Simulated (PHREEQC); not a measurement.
1 kg of water holding 0.21 mol KCl and 0.42 mol K2CO3 is evaporated at 15 °C; the solids stay in contact with the brine. CO2 from the air is kept out. The run lets Kalicinite, Sylvite precipitate or redissolve, and no other solid.

The series has 14 steps of water left (kg), from 1 to 0.07815.

All values are PHREEQC results (Pitzer model, pitzer.dat), not measurements.

Question: Which solids form, in which order, and at which step of the series does each first stand?

Answer: Sylvite from water left = 0.1157 kg (pH 13.08).
